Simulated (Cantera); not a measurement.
Cantera run, input and output.

```python
import numpy as np
import cantera as ct

gas = ct.Solution("gri30.yaml")
gas.TPX = 1050, 8200, {'C2H6': 1, 'N2': 2.5}
reactor = ct.IdealGasConstPressureReactor(gas, energy="off", clone=False)
net = ct.ReactorNet([reactor])
net.rtol, net.atol = 1e-08, 1e-18
show = ['C2H6', 'CH2', 'H2', 'HCN', 'CH4']
times = np.geomspace(0.0003, 7, 11)

steps = ct.SolutionArray(gas, extra=["t"])
rows = []
print(f"{'t/s':>10s}{'T/K':>9s}{'P/Pa':>11s}" + "".join(f"{s:>11s}" for s in show))
for t in times:
    while net.time < t:
        t_next = net.step()
        steps.append(gas.state, t=t_next)
    rows.append([np.interp(t, steps.t, y) for y in (steps.T, steps.P, *steps(*show).X.T)])
    print(f"{t:10.3e}{rows[-1][0]:9.1f}{rows[-1][1]:11.4g}" + "".join(f"{x:11.3e}" for x in rows[-1][2:]))
rate = np.gradient(steps.T, steps.t)
print("integrator steps:", len(steps.t))
if steps.T.max() > steps.T[0] + 200:
    print(f"time of steepest temperature rise: {steps.t[rate.argmax()]:.4e} s")
gas.TPX = 1050, 8200, {'C2H6': 1, 'N2': 2.5}
gas.equilibrate("TP")
print(f"equilibrium (TP): T = {gas.T:.1f} K  " + "  ".join(f"{s} {gas[s].X[0]:.3e}" for s in show))
```

Output:

```
       t/s      T/K       P/Pa       C2H6        CH2         H2        HCN        CH4
 3.000e-04   1050.0       8200  2.857e-01  1.123e-14  5.850e-08  5.990e-22  1.518e-07
 8.202e-04   1050.0       8200  2.857e-01  4.870e-14  9.680e-07  1.160e-19  8.513e-07
 2.242e-03   1050.0       8200  2.857e-01  1.210e-13  1.240e-05  1.165e-17  3.577e-06
 6.131e-03   1050.0       8200  2.855e-01  3.138e-13  1.179e-04  2.825e-16  1.214e-05
 1.676e-02   1050.0       8200  2.845e-01  1.454e-12  8.919e-04  2.253e-15  4.943e-05
 4.583e-02   1050.0       8200  2.792e-01  4.061e-12  4.825e-03  1.135e-14  2.597e-04
 1.253e-01   1050.0       8200  2.631e-01  4.179e-12  1.674e-02  2.159e-14  9.555e-04
 3.425e-01   1050.0       8200  2.230e-01  3.810e-12  4.632e-02  2.970e-14  2.815e-03
 9.365e-01   1050.0       8200  1.410e-01  3.034e-12  1.068e-01  3.610e-14  7.350e-03
 2.560e+00   1050.0       8200  4.171e-02  1.638e-12  1.799e-01  4.146e-14  1.507e-02
 7.000e+00   1050.0       8200  6.568e-03  4.223e-13  2.079e-01  4.657e-14  2.028e-02
integrator steps: 1179
equilibrium (TP): T = 1050.0 K  C2H6 2.530e-04  CH2 1.946e-14  H2 6.192e-02  HCN 4.578e-02  CH4 2.416e-01
```

Computed with Cantera and GRI-Mech 3.0 (53 species, 325 reactions). GRI-Mech 3.0 stops at C3 and has no aromatics, soot or wall deposition, so with more carbon than oxygen in the feed, carbon stays in small species such as C2H2 where larger ones or solid carbon would form.
